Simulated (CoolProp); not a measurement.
Saturation properties of n-hexane.

The numbers come from the reference Helmholtz-energy equation of state, Thol 2019 in CoolProp.

| T (K) | p (MPa) | liquid cp (kJ/(kg K)) | surface tension (mN/m) | liquid conductivity (mW/(m K)) |
|---|---|---|---|---|
| 333.4 | 0.07705 | 2.431 | 14.3 | 110 |
| 338.4 | 0.09076 | 2.455 | 13.8 | 109 |
| 343.5 | 0.1066 | 2.480 | 13.3 | 107 |
| 348.6 | 0.1246 | 2.505 | 12.8 | 106 |
| 353.7 | 0.1448 | 2.531 | 12.2 | 105 |
| 358.8 | 0.1676 | 2.557 | 11.8 | 103 |
| 363.9 | 0.1929 | 2.584 | 11.3 | 102 |
| 369 | 0.2211 | 2.612 | 10.8 | 101 |

It boils at 341.9 K under 1 atm.

Thermal conductivity comes from a separate model (Assael 2013). Surface tension comes from a separate correlation (Mulero 2012).
